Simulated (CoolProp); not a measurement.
Computed with CoolProp (reference Helmholtz-energy equation of state, Lemmon 2006). It is a short technical equation, of lower accuracy than the large ones.

Question: For hydrogen sulfide, give the phase and the isothermal compressibility (1/MPa), fugacity coefficient at 123.25 °C and 22500 kPa.

Answer: 
- 123.25 °C and 22500 kPa: supercritical; isothermal compressibility 0.0150, fugacity coefficient 0.429
